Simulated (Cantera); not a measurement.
A perfectly stirred reactor is fed with CH2O : O2 : N2 : CH4 = 0.0092 : 0.019 : 1 : 0.041 (molar parts), equivalence ratio 4.8, at 1.90 bar; it is held at 1423 K, and followed from long to short residence time.

Model: GRI-Mech 3.0 (53 species, 325 reactions), integrated in Cantera. The temperature is held fixed by assumption; the heat of reaction is taken as removed at once.

One state of this run: x CH2O = 5.02e-6; x O2 = 0.000275; x CO2 = 0.00336; x C2H6 = 1.72e-5; x HO2 = 1.72e-8; x NO = 4.11e-10. x: mole fraction; the columns are a selection and need not sum to one.

Q: Which value of τ (s) does it belong to?
A. 4.9
B. 1.8
C. 0.036
D. 0.013

A: A, 4.9
